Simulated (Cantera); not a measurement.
An isothermal, constant-pressure homogeneous reactor starts with CH₄ : H₂ = 1 : 26 (molar parts), at 1900 K and 0.0267 bar.

Cantera simulation using GRI-Mech 3.0 (53 species, 325 reactions); the numbers are that mechanism's predictions, not measurements. GRI-Mech 3.0 stops at C3 and has no aromatics, soot or wall deposition, so with more carbon than oxygen in the feed, carbon stays in small species such as C2H2 where larger ones or solid carbon would form. Radical loss at walls, strong at low pressure, is not modelled.

x: mole fraction; the columns are a selection and need not sum to one.

```csv
t (s),x CH₄,x H₂,x C₂H,x H,x CH₂,x CH₃,x C₂H₆
6.00e-6,0.0370,0.963,<1e-12,1.85e-6,1.34e-12,1.72e-6,<1e-12
2.94e-5,0.0370,0.963,<1e-12,9.55e-6,4.97e-11,7.92e-6,1.78e-11
0.000144,0.0370,0.963,<1e-12,4.81e-5,1.86e-9,3.75e-5,[?]
0.000707,0.0368,0.963,<1e-12,0.000237,5.05e-8,0.000181,[?]
0.00346,0.0359,0.962,7.46e-10,0.00114,1.06e-6,0.000850,[?]
0.0170,0.0271,0.964,1.61e-7,0.00316,5.32e-6,0.00176,[?]
0.0832,0.00888,0.973,6.85e-7,0.00388,3.01e-6,0.000705,[?]
0.408,0.00151,0.977,1.05e-6,0.00460,7.87e-7,0.000141,[?]
2.00,0.000266,0.977,1.14e-6,0.00482,1.56e-7,2.62e-5,6.46e-10
```

**Question.** What belongs in the gaps?

**Answer.** 
- 0.000144, x C₂H₆: 1.81e-9
- 0.000707, x C₂H₆: 8.34e-8
- 0.00346, x C₂H₆: 1.57e-6
- 0.0170, x C₂H₆: 3.92e-6
- 0.0832, x C₂H₆: 5.37e-7
- 0.408, x C₂H₆: 1.88e-8
